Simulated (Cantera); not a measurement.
Mixture: H2 : O2 : N2 : H2O = 1 : 1.19 : 4.48 : 1.8 (molar parts), equivalence ratio 0.42, at 10.0 bar, adiabatic and at constant pressure. Ignition delay is the time to a rise of 400 K.

Detailed kinetics in Cantera: the H2/O2 subset of GRI-Mech 3.0, which has no nitrogen chemistry. The hydrogen kinetics of GRI-Mech 3.0 are dated; newer H2 mechanisms differ, most at raised pressure. Below about 950 K walls govern HO2 and H2O2 in real vessels.

Q: What does this change do: H2O 1.8 to 3.1 parts?

A: 
```json
[
 {"quantity": "delay at 900 K", "before": "0.198 s", "after": "0.212 s"},
 {"quantity": "delay at 1000 K", "before": "17.9 ms", "after": "19.9 ms"},
 {"quantity": "delay at 1100 K", "before": "2.52 ms", "after": "2.95 ms"},
 {"quantity": "delay at 1200 K", "before": "0.452 ms", "after": "0.571 ms"},
 {"quantity": "apparent activation energy between 1150 and 1250 K", "before": "200 kJ/mol", "after": "190 kJ/mol"}
]
```

Q: What does this change do: constant volume in place of constant pressure?

A: 
```
quantity                                                before       after
--------------------------------------------------  ----------  ----------
delay at 900 K                                         0.198 s     0.180 s
delay at 1000 K                                        17.9 ms     16.5 ms
delay at 1100 K                                        2.52 ms     2.35 ms
delay at 1200 K                                       0.452 ms    0.429 ms
apparent activation energy between 1150 and 1250 K  200 kJ/mol  200 kJ/mol
```
